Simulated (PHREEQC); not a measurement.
Make-up at 25 °C: 0.25 mol/kgw Pb(NO3)2 and 0.00046 mol/kgw NaF. Closed to the air; pH follows from the charge balance.

The numbers come from PHREEQC with the ion-association model, wateq4f.dat.

No solid was allowed to form.

Q: What pH does the model give?

A: pH 4.15.

Q: In which forms is Pb present?

A: PbNO3+ 56 %, Pb+2 44 % of the Pb.

Complexes and solids missing from the database can't appear.
